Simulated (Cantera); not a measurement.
A perfectly stirred reactor is fed with CH₄ : C₂H₆ : O₂ : N₂ : H₂ = 1 : 0.61 : 4.26 : 16 : 0.035 (molar parts), equivalence ratio 0.97, at 1.00 atm; it is adiabatic with a 300 K inlet, and is followed from long to short residence time, starting on the burning branch (τ in s: 0.1, 0.045, 0.021, 0.0094, 0.0043, 0.002, 0.00089, 0.00041, 0.00018, 8.4e-05, 3.8e-05, 1.7e-05).

Model: GRI-Mech 3.0 (53 species, 325 reactions), integrated in Cantera.

x: mole fraction; the columns are a selection and need not sum to one.

| τ (s) | T (K) | x CH₄ | x C₂H₆ | x O₂ | x C₂H₄ | x CH₂CO | x CO | x HCN |
|---|---|---|---|---|---|---|---|---|
| 0.10 | 2213 | 1.95e-6 | 1.26e-7 | 0.00952 | 3.11e-7 | 7.72e-8 | 0.00928 | [?] |
| 0.045 | 2196 | 3.58e-6 | 2.72e-7 | 0.0105 | 6.45e-7 | 1.72e-7 | 0.0107 | [?] |
| 0.021 | 2171 | 6.13e-6 | 5.60e-7 | 0.0119 | 1.22e-6 | 3.61e-7 | 0.0127 | [?] |
| 0.0094 | 2136 | 1.07e-5 | 1.17e-6 | 0.0137 | 2.20e-6 | 7.52e-7 | 0.0154 | [?] |
| 0.0043 | 2093 | 1.86e-5 | 2.33e-6 | 0.0158 | 3.56e-6 | 1.44e-6 | 0.0184 | [?] |
| 0.0020 | 2043 | 3.30e-5 | 4.52e-6 | 0.0181 | 5.33e-6 | 2.58e-6 | 0.0216 | [?] |
| 0.00089 | 1985 | 6.39e-5 | 9.17e-6 | 0.0207 | 7.95e-6 | 4.54e-6 | 0.0251 | [?] |
| 0.00041 | 1924 | 0.000129 | 1.87e-5 | 0.0238 | 1.21e-5 | 7.82e-6 | 0.0290 | [?] |
| 0.00018 | 1853 | 0.000308 | 4.43e-5 | 0.0284 | 2.23e-5 | 1.52e-5 | 0.0348 | [?] |
| 8.4e-5 | 1749 | 0.00108 | 0.000149 | 0.0391 | 7.52e-5 | 4.30e-5 | 0.0470 | [?] |
| 3.8e-5 | 300 | 0.0457 | 0.0278 | 0.194 | <1e-12 | <1e-12 | <1e-12 | <1e-12 |
| 1.7e-5 | 300 | 0.0457 | 0.0278 | 0.194 | <1e-12 | <1e-12 | <1e-12 | <1e-12 |

Fill in the missing entries.


- 0.10, x HCN: 2.91e-7
- 0.045, x HCN: 3.70e-7
- 0.021, x HCN: 4.34e-7
- 0.0094, x HCN: 4.99e-7
- 0.0043, x HCN: 5.78e-7
- 0.0020, x HCN: 6.90e-7
- 0.00089, x HCN: 8.68e-7
- 0.00041, x HCN: 1.14e-6
- 0.00018, x HCN: 1.71e-6
- 8.4e-5, x HCN: 3.22e-6
